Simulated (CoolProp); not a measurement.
A single-stage vapour-compression cycle with methanol: evaporating at 294.15 K (dew point), condensing at 340.15 K (bubble point), superheat 10 K, subcooling 2 K, compressor efficiency 0.6, no pressure losses. Each further row changes one setting.

Model: reference Helmholtz-energy equation of state, de Reuck 1993, in CoolProp.

| case | cooling COP | pressure ratio | discharge temperature (K) | refrigerating effect (kJ/kg) | volumetric capacity (kJ/m³) |
|---|---|---|---|---|---|
| as stated | 3.30 | 8.13 | 503.4 | 1080 | 191 |
| evaporating temperature 299.15 K | 3.84 | 6.25 | ? | ? | 246 |
| condensing temperature 335.15 K | 3.76 | 6.68 | ? | 1100 | 193 |
| subcooling 7 K | 3.35 | 8.13 | 503.4 | 1100 | 193 |
| superheat 20 K | 3.24 | 8.13 | 518.5 | 1100 | ? |
| compressor efficiency 0.5 | 2.75 | 8.13 | ? | 1080 | 191 |

What belongs in the gaps?


- evaporating temperature 299.15 K, discharge temperature (K): 483.0
- evaporating temperature 299.15 K, refrigerating effect (kJ/kg): 1090
- condensing temperature 335.15 K, discharge temperature (K): 483.9
- superheat 20 K, volumetric capacity (kJ/m³): 187
- compressor efficiency 0.5, discharge temperature (K): 537.3
